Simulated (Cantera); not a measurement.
Cantera run, input and output.

```python
import numpy as np
import cantera as ct

gas = ct.Solution("gri30.yaml")
gas.TPX = 625, 800000, {'CH3OH': 1, 'O2': 1.5, 'N2': 5.64}
flame = ct.FreeFlame(gas, width=0.0093)
flame.set_refine_criteria(ratio=3, slope=0.08, curve=0.16)
flame.transport_model = "mixture-averaged"
flame.solve(loglevel=0, auto=True)
z, T = flame.grid, flame.T
thick = (T[-1] - T[0]) / np.gradient(T, z).max()
show = ['CH3OH', 'O2', 'CO', 'H2O2', 'HO2', 'HCN']
print(f"laminar burning velocity  {flame.velocity[0] * 100:.3f} cm/s")
print(f"burnt temperature         {T[-1]:.1f} K")
print(f"thermal thickness         {thick * 1e3:.4f} mm")
print(f"grid points               {len(z)}")
z0 = z[flame.heat_release_rate.argmax()]
print(f"{'z/mm':>9s}{'T/K':>9s}{'u/(m/s)':>9s}" + "".join(f"{s:>11s}" for s in show))
rows = []
for k in (-3, -2, -1.5, -1, -0.5, -0.25, 0, 0.25, 0.5, 1, 2, 4, 8):
    zz = z0 + k * thick
    rows.append([k * thick, np.interp(zz, z, T), np.interp(zz, z, flame.velocity),
                 *(np.interp(zz, z, flame.X[gas.species_index(s)]) for s in show)])
    print(f"{rows[-1][0] * 1e3:9.3f}{rows[-1][1]:9.1f}{rows[-1][2]:9.3f}" + "".join(f"{x:11.3e}" for x in rows[-1][3:]))
```

Output:

```
laminar burning velocity  88.553 cm/s
burnt temperature         2440.2 K
thermal thickness         0.0501 mm
grid points               138
     z/mm      T/K  u/(m/s)      CH3OH         O2         CO       H2O2        HO2        HCN
   -0.150    625.4    0.888  1.226e-01  1.839e-01  1.587e-05  6.809e-07  2.744e-07  6.637e-12
   -0.100    628.5    0.895  1.221e-01  1.831e-01  1.479e-04  6.359e-06  2.554e-06  8.121e-11
   -0.075    639.0    0.913  1.212e-01  1.815e-01  5.963e-04  2.563e-05  1.040e-05  4.037e-10
   -0.050    698.6    1.008  1.168e-01  1.748e-01  3.261e-03  1.387e-04  6.019e-05  2.994e-09
   -0.025   1009.6    1.501  8.915e-02  1.444e-01  1.885e-02  7.427e-04  4.599e-04  2.389e-08
   -0.013   1370.1    2.093  4.965e-02  1.085e-01  3.949e-02  1.092e-03  1.546e-03  5.671e-08
    0.000   1789.6    2.808  5.574e-03  6.564e-02  6.375e-02  8.766e-05  1.373e-03  1.155e-07
    0.013   1983.8    3.108  2.163e-05  3.989e-02  5.561e-02  2.214e-06  8.084e-05  1.123e-07
    0.025   2087.4    3.248  4.874e-08  2.796e-02  4.265e-02  1.509e-06  3.933e-05  4.990e-08
    0.050   2206.5    3.404  1.348e-10  1.947e-02  2.989e-02  1.040e-06  1.974e-05  8.353e-09
    0.100   2311.7    3.542  2.951e-14  1.392e-02  2.171e-02  6.971e-07  9.383e-06  4.985e-10
    0.201   2384.3    3.637  7.766e-16  1.017e-02  1.659e-02  4.820e-07  4.746e-06  5.340e-11
    0.401   2422.4    3.686  3.756e-16  8.061e-03  1.349e-02  3.770e-07  3.064e-06  4.554e-11
```

Cantera simulation using GRI-Mech 3.0 (53 species, 325 reactions); the numbers are that mechanism's predictions, not measurements. GRI-Mech 3.0 was tuned for natural gas; its chemistry of methanol as a main component is partial and can be far from experiment. Burning velocities carry a grid error of a few per cent, more on coarse grids.
